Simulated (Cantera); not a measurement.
Si3N4 + HF + N2 (nitride etching)

Input: 1 mol Si3N4, 51 mol HF, 1.2 mol N2, at 1177 °C and 3.40 mbar.

Method: chemical equilibrium by Gibbs-energy minimisation in Cantera with the NASA 1993 tables (ideal gas, pure condensed phases). Candidate condensed phases: Si, Si3N4; 37 gas species. The tables' values for SiF3 are old estimates; treat these amounts as uncertain. Equilibrium is a limit: real reactors are often held back by kinetics, nucleation or transport.

```yaml
x(HF): 0.762
x(H2): 0.117
x(N2): 0.0625
x(SiF4): 0.0585
x(SiF3): 7.31e-5
x(H): 5.55e-5
x(SiHF3): 3.04e-6
gas_amount: 51.20 mol
log10 activity of Si(s) (absent): -10.49
```
